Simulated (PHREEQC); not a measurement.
A solution holds 0.0042 mol Na2SiO3 per kg of water, at 5 °C. Closed to the air; pH follows from the charge balance.

The numbers come from PHREEQC with the ion-association model, phreeqc.dat.

**Question.** The ionic strength comes out as 0.00856 mol/kgw. What activity coefficients do OH-, H2SiO4-2, Na+, H3SiO4- get?

**Answer.** OH- 0.91, H2SiO4-2 0.70, Na+ 0.91, H3SiO4- 0.91.

Precipitation was switched off in this run. Complexes and solids missing from the database can't appear. Away from 25 °C the constants follow the database's enthalpies or fits; those with neither stay at their 25 °C values.
